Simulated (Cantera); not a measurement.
Reactions in the system C-Fe-H-S

Cantera with NASA thermochemical tables; ideal gases at 1 bar, condensed phases pure. Values are per mole of reaction as written; species without (g) are pure solids or liquids, kept so even where they would boil at 1 bar.

Fe + 2 H2S(g) + 4 C3H8(g) = 6 C2H6(g) + FeS2

```tsv
T (K)	ΔH° (kJ)	ΔS° (J/K)	ΔG° (kJ)	log10 K
700	-220.7	-103.8	-148.0	11.05
725	-221.0	-104.3	-145.4	10.48
750	-221.4	-104.8	-142.8	9.95
775	-221.8	-105.3	-140.2	9.45
800	-222.2	-105.8	-137.5	8.98
825	-222.6	-106.3	-134.9	8.54
850	-223.0	-106.7	-132.2	8.13
875	-223.4	-107.2	-129.6	7.73
900	-223.8	-107.7	-126.9	7.36
925	-224.3	-108.2	-124.2	7.01
```

3 Fe + C6H6(g) + 6 H2S(g) = 3 FeS2 + 6 CH3(g)

```
T (K)  ΔH° (kJ)  ΔS° (J/K)  ΔG° (kJ)  log10 K
-----  --------  ---------  --------  -------
700       420.9     -230.4     582.2   -43.44
725       421.1     -230.0     587.9   -42.36
750       421.4     -229.7     593.7   -41.35
775       421.5     -229.6     599.4   -40.40
800       421.6     -229.5     605.1   -39.51
825       421.6     -229.5     610.9   -38.68
850       421.5     -229.6     616.6   -37.89
875       421.3     -229.8     622.4   -37.15
900       421.0     -230.1     628.1   -36.45
925       420.6     -230.5     633.9   -35.79
```
